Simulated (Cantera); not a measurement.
Feed: 1 mol SiC, 0.16 mol O₂, 7.6 mol N₂, at 1827 °C and 0.740 Pa.

Method: chemical equilibrium by Gibbs-energy minimisation in Cantera with the NASA 1993 tables (ideal gas, pure condensed phases). Candidate condensed phases: C, Si, SiC, SiO₂, Si₂N₂O, Si₃N₄; 34 gas species. The tables' values for SiN are old estimates; treat these amounts as uncertain. Equilibrium is a limit: real reactors are often held back by kinetics, nucleation or transport.

Base state: N₂ 0.852, Si 0.105, CO 0.0358, SiC₂ 0.00674, CN 0.000664, Si₂C 0.000319, SiN 5.45e-5, C₃ 3.90e-5 (mole fractions); condensed: C(graphite).

Question: What changes in the equilibrium state with this change: temperature from 1827 °C to 1602 °C?

Answer: 
```tsv
species	before	after
N₂	0.852	0.919
Si	0.105	0.0410
CO	0.0358	0.0384
SiC₂	0.00674	0.000909
C₃	3.90e-5	1.40e-7
C	3.20e-5	2.32e-7
CN	0.000664	3.49e-5
SiO	3.10e-5	0.000263
C(graphite), mol	0.550	0.0213
SiC(s), mol	0	0.640
```
